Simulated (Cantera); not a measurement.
## Thermodynamics of tantalum, niobium, vanadium and zirconium in process gases, feed V + NH₃

A closed system holds: 1 mol V, 8.8 mol NH₃, held at 5.70 Pa.

These are equilibrium values from Cantera (NASA tables, ideal gas, pure condensed phases), not measurements of a reactor. Candidate condensed phases: V, VN; 11 gas species. VN: taken at fixed stoichiometry. Condensed phases not in the tables: V₂N, N, O or C dissolved in the metal. Equilibrium is a limit: real reactors are often held back by kinetics, nucleation or transport.

From 1198 K to 1598 K the condensed part is VN(s). From 1698 K to 1998 K the condensed part is V(s). From 2098 K to 2398 K nothing is condensed.

```csv
T (K),x H₂,x H,x N₂,x V,x N,n VN(s),n V(s)
1198,0.772,2.21e-5,0.228,<1e-12,<1e-12,1.00,0
1298,0.772,0.000125,0.228,3.62e-11,<1e-12,1.00,0
1398,0.771,0.000550,0.228,4.33e-9,<1e-12,1.00,0
1498,0.770,0.00200,0.228,2.72e-7,3.65e-12,1.000,0
1598,0.766,0.00617,0.227,1.01e-5,4.04e-11,1.000,0
1698,0.735,0.0164,0.248,0.000181,3.52e-10,0,0.997
1798,0.715,0.0394,0.245,0.00134,2.31e-9,0,0.976
1898,0.670,0.0847,0.237,0.00793,1.23e-8,0,0.853
1998,0.579,0.162,0.220,0.0392,5.45e-8,0,0.216
2098,0.471,0.280,0.203,0.0462,2.08e-7,0,0
2198,0.341,0.431,0.186,0.0422,6.94e-7,0,0
2298,0.211,0.583,0.168,0.0381,2.07e-6,0,0
2398,0.112,0.699,0.154,0.0350,5.67e-6,0,0
```
x: gas mole fraction; n: condensed amount in mol.
